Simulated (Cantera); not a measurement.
What does this Cantera script print?

```python
import numpy as np
import cantera as ct

gas = ct.Solution("gri30.yaml")
gas.TPX = 525, 270000, {'CH4': 1, 'O2': 1.67, 'N2': 6.27}
flame = ct.FreeFlame(gas, width=0.02)
flame.set_refine_criteria(ratio=3, slope=0.08, curve=0.16)
flame.transport_model = "mixture-averaged"
flame.solve(loglevel=0, auto=True)
z, T = flame.grid, flame.T
thick = (T[-1] - T[0]) / np.gradient(T, z).max()
show = ['CH4', 'O2', 'HCO', 'CO2', 'H2O', 'C2H2']
print(f"laminar burning velocity  {flame.velocity[0] * 100:.3f} cm/s")
print(f"burnt temperature         {T[-1]:.1f} K")
print(f"thermal thickness         {thick * 1e3:.4f} mm")
print(f"grid points               {len(z)}")
z0 = z[flame.heat_release_rate.argmax()]
print(f"{'z/mm':>9s}{'T/K':>9s}{'u/(m/s)':>9s}" + "".join(f"{s:>11s}" for s in show))
rows = []
for k in (-3, -2, -1.5, -1, -0.5, -0.25, 0, 0.25, 0.5, 1, 2, 4, 8):
    zz = z0 + k * thick
    rows.append([k * thick, np.interp(zz, z, T), np.interp(zz, z, flame.velocity),
                 *(np.interp(zz, z, flame.X[gas.species_index(s)]) for s in show)])
    print(f"{rows[-1][0] * 1e3:9.3f}{rows[-1][1]:9.1f}{rows[-1][2]:9.3f}" + "".join(f"{x:11.3e}" for x in rows[-1][3:]))
```

It prints:

```
laminar burning velocity  64.570 cm/s
burnt temperature         2297.3 K
thermal thickness         0.1757 mm
grid points               153
     z/mm      T/K  u/(m/s)        CH4         O2        HCO        CO2        H2O       C2H2
   -0.527    525.4    0.647  1.116e-01  1.865e-01  6.606e-18  4.518e-07  7.891e-05  1.469e-08
   -0.351    529.1    0.654  1.110e-01  1.857e-01  7.071e-15  7.414e-06  6.990e-04  2.241e-07
   -0.263    545.0    0.676  1.093e-01  1.840e-01  9.875e-13  5.608e-05  3.073e-03  1.587e-06
   -0.176    648.1    0.811  1.015e-01  1.757e-01  4.521e-10  6.493e-04  1.639e-02  1.672e-05
   -0.088   1121.1    1.428  6.801e-02  1.332e-01  5.876e-07  6.407e-03  6.979e-02  1.519e-04
   -0.044   1542.6    1.987  3.639e-02  8.850e-02  1.081e-05  1.500e-02  1.152e-01  3.721e-04
    0.000   1921.7    2.494  8.753e-03  4.061e-02  3.396e-05  2.807e-02  1.570e-01  6.218e-04
    0.044   2087.8    2.708  7.345e-04  1.446e-02  1.488e-05  4.134e-02  1.758e-01  1.889e-04
    0.088   2134.6    2.759  3.637e-05  6.148e-03  1.515e-06  5.044e-02  1.801e-01  1.560e-05
    0.176   2174.8    2.799  1.195e-07  2.817e-03  1.682e-07  5.750e-02  1.812e-01  9.339e-08
    0.351   2217.0    2.846  3.915e-11  1.614e-03  1.147e-07  5.984e-02  1.834e-01  7.126e-11
    0.703   2254.8    2.889  7.865e-14  7.955e-04  7.327e-08  6.050e-02  1.863e-01  5.409e-15
    1.405   2280.0    2.917  1.069e-13  3.294e-04  4.466e-08  6.088e-02  1.885e-01  2.682e-17
```

Computed with Cantera and GRI-Mech 3.0 (53 species, 325 reactions). Burning velocities carry a grid error of a few per cent, more on coarse grids.
